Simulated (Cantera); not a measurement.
Feed: 1 mol Si, 1.7 mol Cl2, 17 mol H2, equilibrated at 1500 K and 0.420 bar.

Cantera equilibrium calculation (NASA polynomials, part measured and part estimated; ideal gas, pure solids and liquids). The tables' values for SiCl3 are old estimates; treat these amounts as uncertain. The numbers say what is thermodynamically allowed, not how fast it happens.

```csv
species,before,after
H2,0.869,0.809
HCl,0.0907,0.142
SiCl2,0.0304,0.0307
SiCl4,0.00238,0.00636
SiH3Cl,1.73e-5,9.63e-6
SiCl3,0.00477,0.00784
SiHCl3,0.00236,0.00374
SiH2Cl2,0.000373,0.000350
H,2.53e-5,2.44e-5
"Si(s), mol",0.252,0
```
Gas species are given as mole fractions.

Name the change that produced these shifts.
(A) pressure from 0.420 bar to 0.210 bar
(B) pressure from 0.420 bar to 0.100 bar
(C) 2 mol HCl added
(D) pressure from 0.420 bar to 0.860 bar

C, 2 mol HCl added
